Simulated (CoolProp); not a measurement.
Propyne along the isobar 2.86 MPa: fugacity coefficient from the reference equation and from simpler models built on Tc = 402.7 K, pc = 5.658 MPa, ω = 0.204; each cubic takes its own stable root.

Values from CoolProp's reference Helmholtz-energy equation of state, Polt 1992. This equation is an older, rougher fit; its heat capacities, sound speeds and derivatives of the liquid may be far off and weren't checked against measurements.

```json
[
 {"T (K)": "361.4", "phase": "liquid", "reference": "0.7177"},
 {"T (K)": "369.4", "phase": "gas", "reference": "0.7694"},
 {"T (K)": "377.4", "phase": "gas", "reference": "0.7867"},
 {"T (K)": "385.5", "phase": "gas", "reference": "0.8020"},
 {"T (K)": "393.5", "phase": "gas", "reference": "0.8154"},
 {"T (K)": "401.6", "phase": "gas", "reference": "0.8276"},
 {"T (K)": "409.6", "phase": "gas", "reference": "0.8385"},
 {"T (K)": "417.7", "phase": "gas", "reference": "0.8485"},
 {"T (K)": "425.7", "phase": "gas", "reference": "0.8575"},
 {"T (K)": "433.8", "phase": "gas", "reference": "0.8659"},
 {"T (K)": "441.8", "phase": "gas", "reference": "0.8735"},
 {"T (K)": "449.9", "phase": "gas", "reference": "0.8806"},
 {"T (K)": "457.9", "phase": "gas", "reference": "0.8871"},
 {"T (K)": "466", "phase": "gas", "reference": "0.8932"},
 {"T (K)": "474", "phase": "gas", "reference": "0.8987"}
]
```

Task: How far does each simpler model (van der Waals, Redlich-Kwong, Soave-Redlich-Kwong, Peng-Robinson) lie from the reference over these 15 states: mean and median of the absolute difference, and the worst?

Result: 
- van der Waals: mean 2.8 %, median 1.8 %, worst +12.2 % at 361.4 K and 2.86 MPa
- Redlich-Kwong: mean 0.9 %, median 0.2 %, worst +7.2 % at 361.4 K and 2.86 MPa
- Soave-Redlich-Kwong: mean 0.7 %, median 0.5 %, worst +2.6 % at 361.4 K and 2.86 MPa
- Peng-Robinson: mean 1.2 %, median 1.3 %, worst -1.5 % at 401.6 K and 2.86 MPa

At some of these states van der Waals, Redlich-Kwong gives the other phase, because its saturation line lies elsewhere.
